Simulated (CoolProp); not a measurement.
Vapour-liquid equilibrium of R22 (1) + ethanol (2) at 117 kPa; x and y are mole fractions of (1).

Values from CoolProp's multi-fluid Helmholtz-energy mixture model, Kamei 1995 and Schroeder 2014; pair parameters Bell 2016.

```
x     bubble temperature (K)  y at the bubble point  dew temperature at overall composition x (K)  liquid density (mol/L)
----  ----------------------  ---------------------  --------------------------------------------  ----------------------
0.05                   308.2                  0.884                                         353.9                   16.77
0.15              (withheld)                  0.990                                         351.1                   17.36
0.25                   255.2                  0.997                                    (withheld)                   17.51
0.35                   247.8                  0.999                                         344.4                   17.51
0.45                   243.8                  0.999                                    (withheld)              (withheld)
0.55                   241.5                  0.999                                    (withheld)              (withheld)
0.65                   240.2                  0.999                                         330.3                   17.10
0.75              (withheld)                  1.000                                         323.2                   16.88
0.85                   238.1                  1.000                                         313.0                   16.62
0.95                   236.5                  1.000                                         293.6                   16.34
```

Q: What belongs in the gaps?

A: 
- 0.15, bubble temperature (K): 269.6
- 0.25, dew temperature at overall composition x (K): 347.9
- 0.45, dew temperature at overall composition x (K): 340.5
- 0.45, liquid density (mol/L): 17.42
- 0.55, dew temperature at overall composition x (K): 335.8
- 0.55, liquid density (mol/L): 17.28
- 0.75, bubble temperature (K): 239.2

No azeotrope shows between x = 0.05 and 0.95.

The pair parameters rest on a limited set of measurements; away from them the model extrapolates. With so large a gap from Raoult's law the liquid may split in two, which this calculation doesn't test in full.
